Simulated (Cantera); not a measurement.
# Thermodynamics of carbothermic reduction, feed TiO2 + C + CO

Feed: 1 mol TiO2, 2.2 mol C, 1.6 mol CO, held at 1652 °C.

Method: chemical equilibrium by Gibbs-energy minimisation in Cantera with the NASA 1993 tables (ideal gas, pure condensed phases). Candidate condensed phases: C, Ti, TiC, TiO, TiO2, Ti2O3, Ti3O5, Ti4O7; 15 gas species. Mutual solubility and eutectic melting of coexisting phases are not modelled. TiC, TiO: taken at fixed stoichiometry. Condensed phases not in the tables: solid solutions among these carbides, nitrides and lower oxides. Rates play no part.

From 10.0 Pa to 10.0 mbar the condensed part is TiC(s) + TiO(s). From 0.100 bar to 1.00 bar the condensed part is TiC(s) + Ti2O3(s). At 10.0 bar the condensed part is TiC(s) + Ti3O5(s).

| P (Pa) | x CO | x TiO | x Ti | x CO2 | x TiO2 | x O | x C3O2 | n TiC(s) | n TiO(s) | n Ti2O3(s) | n Ti3O5(s) |
|---|---|---|---|---|---|---|---|---|---|---|---|
| 10 | 0.996 | 0.00193 | 0.00169 | 3.71e-6 | 2.95e-6 | 9.44e-9 | <1e-12 | 0.597 | 0.391 | 0 | 0 |
| 100 | 1.000 | 0.000193 | 5.35e-5 | 1.18e-5 | 9.35e-7 | 2.99e-9 | <1e-12 | 0.600 | 0.399 | 0 | 0 |
| 1000 | 1.000 | 1.93e-5 | 1.69e-6 | 3.73e-5 | 2.96e-7 | 9.45e-10 | <1e-12 | 0.600 | 0.400 | 0 | 0 |
| 10000 | 1.000 | 1.32e-6 | 4.43e-8 | 9.76e-5 | 5.30e-8 | 2.47e-10 | 1.02e-12 | 0.680 | 0 | 0.160 | 0 |
| 100000 | 1.000 | 8.35e-8 | 1.11e-9 | 0.000245 | 8.40e-9 | 6.21e-11 | 4.04e-11 | 0.680 | 0 | 0.160 | 0 |
| 1000000 | 0.999 | 5.27e-9 | 2.79e-11 | 0.000615 | 1.33e-9 | 1.56e-11 | 1.61e-9 | 0.701 | 0 | 0 | 0.0998 |
x: gas mole fraction; n: condensed amount in mol.
